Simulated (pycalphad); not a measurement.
All values are pycalphad results on the COST 507 light-alloy database (1999) (1 atm), not direct measurements. The data set is of 1999 and partly superseded.

Molar enthalpy of Al-7.23Si-0.25Fe (at.%) in equilibrium (SER reference):

```csv
T (K),H (kJ/mol),phases
1850,59.24,liquid
1770,56.73,liquid
1690,54.21,liquid
1610,51.69,liquid
1530,49.18,liquid
1450,46.66,liquid
1370,44.14,liquid
1290,41.63,liquid
1210,39.12,liquid
1130,36.60,liquid
1050,34.09,liquid
970,31.59,liquid
930,30.33,liquid
890,29.09,liquid
810,14.15,fcc + diamond (Si) + ALFESI_BETA
770,12.79,fcc + diamond (Si) + ALFESI_BETA
730,11.49,fcc + diamond (Si) + ALFESI_BETA
650,9.05,fcc + diamond (Si) + ALFESI_BETA
570,6.76,fcc + diamond (Si) + ALFESI_BETA
```

Cooling from 890 K to 810 K, across the freezing range, releases 14.9 kJ/mol, or 551 J/g. The slope is 31 J/(mol K) in the liquid and 34 J/(mol K) just below the solidus, where it includes any heat of precipitation. Liquidus 885 K, solidus 849 K. Changes were sought between steps of 40 K, so a narrower field can be missed.

Database names, with the compositions (at.%) that they take in these runs: ALFESI_BETA: Al 70 Si 15 Fe 15.
